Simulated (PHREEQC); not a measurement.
Consider water at 20 °C with 0.002 mol/kgw HCl, 0.0015 mol/kgw CuSO4 and 0.0092 mol/kgw MgSO4. Closed to the air; pH follows from the charge balance.

All values are PHREEQC results (ion-association model, phreeqc.dat), not measurements.

Each row changes one thing in this solution. No solid was allowed to form.

```
case                                            pH  ionic strength (mol/kgw)  SO4-2 (mol/kgw)  HSO4- (mol/kgw)
--------------------------------------------  ----  ------------------------  ---------------  ---------------
as made                                       2.88                    0.0313          0.00708         0.000502
HCl from 0.002 to 0.004 mol/kgw               2.58                    0.0330          0.00678         0.000962
diluted 2-fold with water                     3.13                         …          0.00394         0.000175
diluted 5-fold with water                     3.48                   0.00758          0.00178          3.96e-5
CuSO4 replaced by K2SO4 at the same molality  2.89                    0.0311                …         0.000517
MgSO4 left out                                2.76                   0.00707          0.00120                …
```

Problem. What belongs in the gaps?

Solution. 
- diluted 2-fold with water, ionic strength (mol/kgw): 0.0171
- CuSO4 replaced by K2SO4 at the same molality, SO4-2 (mol/kgw): 0.00734
- MgSO4 left out, HSO4- (mol/kgw): 0.000140
